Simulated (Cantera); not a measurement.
Input: 1 mol CH₃F, 2.2 mol H₂, held at 3075 °C and 0.133 bar.

Cantera equilibrium calculation (NASA polynomials, part measured and part estimated; ideal gas, pure solids and liquids). The numbers say what is thermodynamically allowed, not how fast it happens.

| species | before | after |
|---|---|---|
| H | 0.539 | 0.771 |
| HF | 0.158 | 0.102 |
| H₂ | 0.228 | 0.0350 |
| C₂H₂ (acetylene) | 0.0193 | 0.000495 |
| F | 0.00408 | 0.0245 |
| C | 0.00547 | 0.0298 |
| C₂H | 0.0122 | 0.00292 |
| C₃ | 0.0262 | 0.0239 |
| C₆H₂ | 2.58e-5 | 1.84e-8 |
| C₄H₂ | 0.000682 | 2.92e-6 |
| C₂H₂ (vinylidene) | 0.000124 | 3.19e-6 |
| CH₂ | 5.74e-5 | 3.60e-6 |
| C₂HF | 1.91e-5 | 2.05e-6 |
| C₅ | 0.000681 | 0.000104 |
Gas species are given as mole fractions.

Q: Which change was made?
A. H₂ from 2.2 to 0.91 mol
B. pressure from 0.133 bar to 10.0 mbar
C. H₂ from 2.2 to 1 mol
D. H₂ from 2.2 to 1.3 mol

A: B, pressure from 0.133 bar to 10.0 mbar
